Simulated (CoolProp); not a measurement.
Vapour-liquid equilibrium of benzene (1) + octamethylcyclotetrasiloxane (D4) (2) at 47.35 °C; x and y are mole fractions of (1).

Values from CoolProp's multi-fluid Helmholtz-energy mixture model, Thol 2012 and Thol 2015; pair parameters Bell 2016.

```
x     bubble pressure, mixture model (MPa)  bubble pressure, Raoult's law (MPa)  y, mixture model  y, Raoult's law
----  ------------------------------------  -----------------------------------  ----------------  ---------------
0.05                                     ?                             0.002216                 ?            0.738
0.2                                      ?                             0.007030                 ?            0.930
0.35                               0.01268                              0.01184             0.969            0.966
0.5                                      ?                              0.01666             0.982            0.982
0.65                                     ?                              0.02147                 ?            0.990
0.8                                0.02617                              0.02628             0.995            0.995
0.95                               0.03104                              0.03110             0.999            0.999
```

What belongs in the gaps?


- 0.05, bubble pressure, mixture model (MPa): 0.002092
- 0.05, y, mixture model: 0.722
- 0.2, bubble pressure, mixture model (MPa): 0.007347
- 0.2, y, mixture model: 0.934
- 0.5, bubble pressure, mixture model (MPa): 0.01742
- 0.65, bubble pressure, mixture model (MPa): 0.02174
- 0.65, y, mixture model: 0.989

The largest gap from Raoult's law is +7.1 % in bubble pressure, at x = 0.35. No azeotrope shows between x = 0.05 and 0.95.

The pair parameters rest on a limited set of measurements; away from them the model extrapolates. The gap from Raoult's law changes sign with composition, which may be real or a fault of the pair parameters; it wasn't checked against measurements.
